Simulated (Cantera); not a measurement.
A closed system holds: 1 mol Al(CH3)3, 9.8 mol N2O, 3.8 mol H2, held at 1600 K and 54.0 Torr.

Method: chemical equilibrium by Gibbs-energy minimisation in Cantera with the NASA 1993 tables (ideal gas, pure condensed phases). Candidate condensed phases: Al, AlN, Al2O3, C, C6H6, C7H8, C8H18, H2O; 148 gas species. The feed counts by its element totals alone. Gases not in the tables: Al(OH)3. Kinetics and transport are ignored.

Base state: N2 0.464, H2O 0.211, H2 0.182, CO 0.102, CO2 0.0397, H 8.64e-5 (mole fractions); condensed: Al2O3(s).

What changes in the equilibrium state with this change: H2 from 3.8 to 2.2 mol?


```
species         before    after
-------------  -------  -------
N2               0.464    0.503
H2O              0.211    0.216
H2               0.182    0.127
CO2             0.0397   0.0556
CO               0.102   0.0983
H              8.64e-5  7.23e-5
Al2O3(s), mol    0.500    0.500
```
